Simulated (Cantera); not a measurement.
Input: 1 mol SiH2Cl2, 9.4 mol NH3, 6.1 mol H2, held at 1327 °C and 75.0 Torr.

Equilibrium computed with Cantera from the NASA thermochemical tables; the gas is ideal and each condensed phase is pure. Candidate condensed phases: NH4Cl, Si, Si3N4; 28 gas species. The tables' values for SiCl3 are old estimates; treat these amounts as uncertain. Equilibrium is a limit: real reactors are often held back by kinetics, nucleation or transport.

Base state: H2 0.771, N2 0.155, HCl 0.0725, SiCl2 0.00169, H 0.000151, SiCl3 6.04e-5, Cl 1.12e-5 (mole fractions); condensed: Si3N4(s).

Question: What changes in the equilibrium state with this change: pressure from 75.0 Torr to 473 Torr?

Answer: 
```csv
species,before,after
H2,0.771,0.770
N2,0.155,0.154
HCl,0.0725,0.0749
SiCl2,0.00169,0.000531
H,0.000151,6.01e-5
Cl,1.12e-5,4.62e-6
SiCl4,5.30e-6,1.12e-5
SiHCl3,8.14e-6,1.66e-5
SiCl3,6.04e-5,4.91e-5
"Si3N4(s), mol",0.318,0.328
```

Question: What changes in the equilibrium state with this change: pressure from 75.0 Torr to 0.585 Torr?

Answer: 
| species | before | after |
|---|---|---|
| H2 | 0.771 | 0.761 |
| N2 | 0.155 | 0.175 |
| HCl | 0.0725 | 0.0507 |
| SiCl2 | 0.00169 | 0.0117 |
| Si | 7.02e-8 | 0.000125 |
| SiCl | 6.02e-7 | 6.67e-5 |
| H | 0.000151 | 0.00170 |
| Cl | 1.12e-5 | 8.95e-5 |
| SiCl3 | 6.04e-5 | 2.58e-5 |
| Si3N4(s), mol | 0.318 | 0 |
| Si(s), mol | 0 | 0.680 |
The tables' values for SiCl, SiCl3 are old estimates; treat these amounts as uncertain.

Question: What changes in the equilibrium state with this change: temperature from 1327 °C to 1427 °C?

Answer: 
```json
[
 {"species": "H2", "before": "0.771", "after": "0.772"},
 {"species": "N2", "before": "0.155", "after": "0.156"},
 {"species": "HCl", "before": "0.0725", "after": "0.0668"},
 {"species": "SiCl2", "before": "0.00169", "after": "0.00445"},
 {"species": "H", "before": "0.000151", "after": "0.000409"},
 {"species": "Cl", "before": "1.12e-5", "after": "2.75e-5"},
 {"species": "SiCl3", "before": "6.04e-5", "after": "8.61e-5"},
 {"species": "Si3N4(s), mol", "before": "0.318", "after": "0.293"}
]
```
